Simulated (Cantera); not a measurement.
**Carbothermic reduction: Fe3O4 + C + H2**

Feed: 1 mol Fe3O4, 0.62 mol C, a varied amount of H2, at 2425 K and 1.80 mbar.

These are equilibrium values from Cantera (NASA tables, ideal gas, pure condensed phases), not measurements of a reactor. Candidate condensed phases: C, C6H6, C7H8, C8H18, Fe, Fe(CO)5, FeO, Fe(OH)2, Fe(OH)3, Fe2O3, Fe3O4, H2O; 114 gas species. Rates play no part.

| n(H2) (mol) | x Fe | x H2 | x H2O | x H | x O2 | x O | x FeO | x CO | x OH | x CO2 |
|---|---|---|---|---|---|---|---|---|---|---|
| 0.14 | 0.465 | 0.00179 | 0.00792 | 0.0178 | 0.182 | 0.0996 | 0.0947 | 0.0665 | 0.0150 | 0.0492 |
| 0.25 | 0.458 | 0.00403 | 0.0173 | 0.0268 | 0.172 | 0.0967 | 0.0905 | 0.0659 | 0.0218 | 0.0474 |
| 0.42 | 0.447 | 0.00799 | 0.0329 | 0.0377 | 0.157 | 0.0926 | 0.0847 | 0.0651 | 0.0294 | 0.0448 |
| 0.73 | 0.431 | 0.0161 | 0.0611 | 0.0534 | 0.134 | 0.0856 | 0.0754 | 0.0639 | 0.0386 | 0.0407 |
| 1.3 | 0.405 | 0.0326 | 0.107 | 0.0762 | 0.100 | 0.0739 | 0.0611 | 0.0621 | 0.0475 | 0.0341 |
| 2.2 | 0.369 | 0.0625 | 0.162 | 0.106 | 0.0621 | 0.0581 | 0.0439 | 0.0596 | 0.0517 | 0.0257 |
| 3.7 | 0.318 | 0.121 | 0.206 | 0.146 | 0.0271 | 0.0384 | 0.0250 | 0.0552 | 0.0474 | 0.0158 |
| 6.4 | 0.246 | 0.226 | 0.202 | 0.201 | 0.00743 | 0.0201 | 0.0101 | 0.0460 | 0.0340 | 0.00688 |
x: gas mole fraction; nothing condenses.

From 0.14 mol H2 to 6.4 mol H2 nothing is condensed. The main Fe-bearing gas is Fe throughout.
